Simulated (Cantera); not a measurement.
Input: 1 mol SiH4, 0.061 mol C2H4, 3.7 mol H2, 0.16 mol HCl, held at 1.00 bar.

Method: chemical equilibrium by Gibbs-energy minimisation in Cantera with the NASA 1993 tables (ideal gas, pure condensed phases). Candidate condensed phases: C, C6H6, C7H8, C8H18, Si, SiC; 109 gas species. Mutual solubility and eutectic melting of coexisting phases are not modelled. The tables' values for SiCl3 are old estimates; treat these amounts as uncertain. Equilibrium is a limit: real reactors are often held back by kinetics, nucleation or transport.

x: gas mole fraction; n: condensed amount in mol.

| T (K) | x H2 | x HCl | x SiHCl3 | x SiCl4 | x SiCl2 | x SiH2Cl2 | x SiCl3 | n Si(s) | n SiC(s) |
|---|---|---|---|---|---|---|---|---|---|
| 1075 | 0.986 | 0.00815 | 0.00300 | 0.00200 | 0.000132 | 0.000528 | 0.000129 | 0.844 | 0.122 |
| 1125 | 0.984 | 0.0109 | 0.00250 | 0.00160 | 0.000257 | 0.000481 | 0.000183 | 0.848 | 0.122 |
| 1175 | 0.982 | 0.0139 | 0.00195 | 0.00117 | 0.000447 | 0.000418 | 0.000231 | 0.853 | 0.122 |
| 1225 | 0.980 | (withheld) | (withheld) | (withheld) | (withheld) | (withheld) | 0.000259 | 0.857 | 0.122 |
| 1275 | 0.978 | (withheld) | (withheld) | (withheld) | (withheld) | (withheld) | 0.000256 | 0.861 | 0.122 |
| 1325 | 0.977 | 0.0207 | 0.000557 | 0.000230 | 0.00120 | 0.000193 | 0.000226 | 0.864 | 0.122 |
| 1375 | 0.976 | 0.0217 | 0.000321 | 0.000112 | 0.00139 | 0.000136 | 0.000184 | 0.865 | 0.122 |

**Question.** What belongs in the gaps?

**Answer.** 
- 1275, x HCl: 0.0190
- 1275, x SiHCl3: 0.000919
- 1275, x SiCl4: 0.000443
- 1275, x SiCl2: 0.000960
- 1275, x SiH2Cl2: 0.000264
- 1225, x HCl: 0.0167
- 1225, x SiHCl3: 0.00140
- 1225, x SiCl4: 0.000764
- 1225, x SiCl2: 0.000693
- 1225, x SiH2Cl2: 0.000343
